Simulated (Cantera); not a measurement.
An isothermal, constant-pressure homogeneous reactor starts with 7.23 % H2, 60.2 % O2, 32.5 % N2, equivalence ratio 0.060, at 1325 K and 2.93 Torr.

Model: GRI-Mech 3.0 (53 species, 325 reactions), integrated in Cantera. Radical loss at walls, strong at low pressure, is not modelled. The temperature is held fixed by assumption; the heat of reaction is taken as removed at once.

x: mole fraction; the columns are a selection and need not sum to one.

```
t (s)         x H2   x O2     x HO2       x H     x H2O      x OH
--------  --------  -----  --------  --------  --------  --------
1.00e-5     0.0723  0.602  9.94e-10  9.60e-10    <1e-12  3.37e-11
2.39e-5     0.0723  0.602       ___   2.20e-9  1.16e-11  1.82e-10
5.72e-5     0.0723  0.602       ___   4.85e-9  1.45e-10  9.27e-10
0.000137    0.0723  0.602       ___   1.05e-8   1.66e-9   4.25e-9
0.000327    0.0723  0.602       ___   2.70e-8   1.75e-8   1.87e-8
0.000782    0.0723  0.602       ___   1.40e-7   2.25e-7   1.23e-7
0.00187     0.0723  0.602       ___   4.76e-6   1.05e-5   4.37e-6
0.00447     0.0427  0.582       ___   0.00944    0.0215   0.00691
0.0107     0.00224  0.549   7.11e-7    0.0160    0.0590   0.00622
0.0256     0.00218  0.550   7.10e-7    0.0154    0.0594   0.00615
0.0612     0.00208  0.552   7.08e-7    0.0142    0.0604   0.00602
0.146      0.00186  0.557   7.01e-7    0.0116    0.0624   0.00571
0.350      0.00141  0.565   6.71e-7   0.00734    0.0659   0.00502
0.836     0.000762  0.576       ___   0.00275    0.0703   0.00372
2.00      0.000247  0.583       ___  0.000491    0.0732   0.00213
```

Question: What belongs in the gaps?

Answer: 
- 2.39e-5, x HO2: 2.38e-9
- 5.72e-5, x HO2: 5.68e-9
- 0.000137, x HO2: 1.36e-8
- 0.000327, x HO2: 3.25e-8
- 0.000782, x HO2: 7.76e-8
- 0.00187, x HO2: 1.87e-7
- 0.00447, x HO2: 6.11e-7
- 0.836, x HO2: 5.72e-7
- 2.00, x HO2: 3.62e-7
